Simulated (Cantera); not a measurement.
Charge: 1 mol SiH4, 0.035 mol C3H8, 110 mol H2, 0.075 mol CH4, held at 1750 °C and 1330 Pa.

These are equilibrium values from Cantera (NASA tables, ideal gas, pure condensed phases), not measurements of a reactor. Candidate condensed phases: C, C6H6, C7H8, C8H18, Si, SiC; 87 gas species. Mutual solubility and eutectic melting of coexisting phases are not modelled. Gases not in the tables: Si2H6 and higher silanes. The numbers say what is thermodynamically allowed, not how fast it happens.

Base state: H2 0.979, H 0.0163, Si 0.00427, SiH 0.000314, Si2C 0.000129, SiH2 0.000118, Si2 4.67e-5 (mole fractions); condensed: Si(l) + SiC(s).

What changes in the equilibrium state with this change: CH4 from 0.075 to 1.5 mol?


```json
[
 {"species": "H2", "before": "0.979", "after": "0.983"},
 {"species": "H", "before": "0.0163", "after": "0.0163"},
 {"species": "C2H2 (acetylene)", "before": "3.11e-6", "after": "0.000878"},
 {"species": "Si", "before": "0.00427", "after": "0.000255"},
 {"species": "Si2", "before": "4.67e-5", "after": "1.66e-7"},
 {"species": "Si2C", "before": "0.000129", "after": "7.68e-6"},
 {"species": "SiC2", "before": "6.99e-7", "after": "1.17e-5"},
 {"species": "SiH", "before": "0.000314", "after": "1.87e-5"},
 {"species": "SiH2", "before": "0.000118", "after": "7.08e-6"},
 {"species": "Si(l), mol", "before": "0.258", "after": "0"},
 {"species": "SiC(s), mol", "before": "0.164", "after": "0.964"},
 {"species": "C(graphite), mol", "before": "0", "after": "0.432"}
]
```

What changes in the equilibrium state with this change: temperature from 1750 °C to 802 °C?


```csv
species,before,after
H2,0.979,1.000
H,0.0163,1.27e-7
Si,0.00427,<1e-9
SiH,0.000314,<1e-9
Si2C,0.000129,<1e-9
"Si(l), mol",0.258,0
"SiC(s), mol",0.164,0.180
"Si(s), mol",0,0.820
```

What changes in the equilibrium state with this change: temperature from 1750 °C to 1152 °C?


```
species        before    after
-----------  --------  -------
H2              0.979    1.000
H              0.0163  5.91e-5
SiH2         0.000118  5.42e-7
Si            0.00427  1.21e-7
Si2C         0.000129    <1e-9
Si2           4.67e-5    <1e-9
SiH          0.000314  6.20e-8
Si(l), mol      0.258        0
SiC(s), mol     0.164    0.180
Si(s), mol          0    0.820
```
